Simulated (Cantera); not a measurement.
Input: 1 mol Mg(OH)2, 1 mol C, 2.1 mol H2, equilibrated at 0.133 bar.

Equilibrium computed with Cantera from the NASA thermochemical tables; the gas is ideal and each condensed phase is pure. Candidate condensed phases: C, C6H6, C7H8, C8H18, H2O, Mg, MgCO3, MgO, Mg(OH)2; 116 gas species. The numbers say what is thermodynamically allowed, not how fast it happens.

log p: log10 of the partial pressure in bar; n: condensed amount in mol.

```json
[
 {"T (°C)": "602", "log p H2": "-1.01", "log p CO": "-1.70", "log p H2O": "-2.10", "log p CO2": "-2.37", "log p CH4": "-2.39", "log p H": "-10.81", "log p C2H2 (acetylene)": "-11.64", "n C(graphite)": "0.222", "n MgO(s)": "1.00"},
 {"T (°C)": "652", "log p H2": "-1.01", "log p CO": "___", "log p H2O": "___", "log p CO2": "___", "log p CH4": "___", "log p H": "___", "log p C2H2 (acetylene)": "___", "n C(graphite)": "___", "n MgO(s)": "1.00"},
 {"T (°C)": "702", "log p H2": "-1.00", "log p CO": "-1.52", "log p H2O": "___", "log p CO2": "___", "log p CH4": "___", "log p H": "___", "log p C2H2 (acetylene)": "___", "n C(graphite)": "___", "n MgO(s)": "1.00"},
 {"T (°C)": "752", "log p H2": "-1.00", "log p CO": "-1.50", "log p H2O": "-3.08", "log p CO2": "-3.47", "log p CH4": "-3.13", "log p H": "-8.86", "log p C2H2 (acetylene)": "-9.66", "n C(graphite)": "0.0134", "n MgO(s)": "1.00"},
 {"T (°C)": "802", "log p H2": "-1.00", "log p CO": "-1.49", "log p H2O": "-3.39", "log p CO2": "-3.85", "log p CH4": "-3.34", "log p H": "-8.33", "log p C2H2 (acetylene)": "-9.12", "n C(graphite)": "0.00284", "n MgO(s)": "1.00"},
 {"T (°C)": "852", "log p H2": "-1.00", "log p CO": "-1.49", "log p H2O": "-3.66", "log p CO2": "-4.20", "log p CH4": "-3.55", "log p H": "-7.85", "log p C2H2 (acetylene)": "-8.67", "n C(graphite)": "0", "n MgO(s)": "1.00"},
 {"T (°C)": "902", "log p H2": "-1.00", "log p CO": "-1.49", "log p H2O": "-3.88", "log p CO2": "-4.48", "log p CH4": "-3.78", "log p H": "-7.41", "log p C2H2 (acetylene)": "-8.33", "n C(graphite)": "0", "n MgO(s)": "1.00"},
 {"T (°C)": "952", "log p H2": "-1.00", "log p CO": "-1.49", "log p H2O": "-4.08", "log p CO2": "-4.74", "log p CH4": "-3.99", "log p H": "-7.00", "log p C2H2 (acetylene)": "-8.02", "n C(graphite)": "0", "n MgO(s)": "1.00"}
]
```

**Question.** What belongs in the gaps?

**Answer.** 
- 702, log p H2O: -2.75
- 702, log p CO2: -3.06
- 702, log p CH4: -2.91
- 702, log p H: -9.44
- 702, log p C2H2 (acetylene): -10.25
- 702, n C(graphite): 0.0421
- 652, log p CO: -1.58
- 652, log p H2O: -2.41
- 652, log p CO2: -2.68
- 652, log p CH4: -2.66
- 652, log p H: -10.09
- 652, log p C2H2 (acetylene): -10.90
- 652, n C(graphite): 0.109
